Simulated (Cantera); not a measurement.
**Equilibrium for carbothermic reduction: Fe2O3 + C + H2**

Feed: 1 mol Fe2O3, 0.99 mol C, 0.93 mol H2, at 0.130 bar.

Cantera equilibrium calculation (NASA polynomials, part measured and part estimated; ideal gas, pure solids and liquids). Candidate condensed phases: C, C6H6, C7H8, C8H18, Fe, Fe(CO)5, FeO, Fe(OH)2, Fe(OH)3, Fe2O3, Fe3O4, H2O; 114 gas species. Each liquid is taken as pure. Mutual solubility and eutectic melting of coexisting phases are not modelled. The tables' stoichiometric FeO is somewhat more stable than real wüstite, so its field is too wide. FeO: taken at fixed stoichiometry. Kinetics and transport are ignored.

| T (°C) | x CO | x H2 | x H2O | x CO2 | x Fe | x H | x OH | x FeO | n Fe(l) | n FeO(l) |
|---|---|---|---|---|---|---|---|---|---|---|
| 1575 | 0.462 | 0.332 | 0.152 | 0.0528 | 0.000438 | 0.000847 | 2.85e-5 | 2.69e-6 | 0.382 | 1.62 |
| 1625 | 0.464 | 0.330 | 0.153 | 0.0510 | 0.000836 | 0.00125 | 4.71e-5 | 5.95e-6 | 0.380 | 1.62 |
| 1675 | 0.465 | 0.329 | 0.153 | 0.0493 | 0.00154 | 0.00180 | 7.57e-5 | 1.26e-5 | 0.377 | 1.62 |
| 1725 | 0.466 | 0.327 | 0.154 | 0.0478 | 0.00274 | 0.00255 | 0.000119 | 2.55e-5 | 0.373 | 1.62 |
| 1775 | 0.466 | 0.325 | 0.154 | 0.0463 | 0.00474 | 0.00354 | 0.000182 | 5.00e-5 | 0.368 | 1.62 |
| 1825 | 0.465 | 0.323 | 0.154 | 0.0448 | 0.00798 | 0.00485 | 0.000274 | 9.47e-5 | 0.360 | 1.62 |
| 1875 | 0.464 | 0.320 | 0.153 | 0.0434 | 0.0131 | 0.00654 | 0.000402 | 0.000174 | 0.349 | 1.63 |
| 1925 | 0.460 | 0.315 | 0.152 | 0.0419 | 0.0210 | 0.00867 | 0.000580 | 0.000309 | 0.332 | 1.63 |
| 1975 | 0.455 | 0.310 | 0.149 | 0.0404 | 0.0328 | 0.0113 | 0.000820 | 0.000535 | 0.306 | 1.63 |
| 2025 | 0.446 | 0.302 | 0.146 | 0.0387 | 0.0503 | 0.0146 | 0.00114 | 0.000904 | 0.267 | 1.63 |
x: gas mole fraction; n: condensed amount in mol.

From 1575 °C to 2025 °C the condensed part is Fe(l) + FeO(l). The main Fe-bearing gas is Fe throughout. The share of Fe in condensed phases is highest at 1575 °C (100.0 %) and lowest at 2025 °C (94.8 %).
